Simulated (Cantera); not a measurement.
Feed: 1 mol K2CO3, 0.28 mol H2O, 0.043 mol O2, held at 32000 Pa.

Cantera equilibrium calculation (NASA polynomials, part measured and part estimated; ideal gas, pure solids and liquids). Candidate condensed phases: C, C6H6, C7H8, C8H18, H2O, K, KOH, KO2, K2CO3, K2O, K2O2; 116 gas species. Kinetics and transport are ignored.

Q: At 1877 °C, list the 4 most abundant gas species with their mole fractions, and the condensed phases.

A: K 0.416, CO2 0.287, KOH 0.159, O2 0.116. Condensed: gas only.
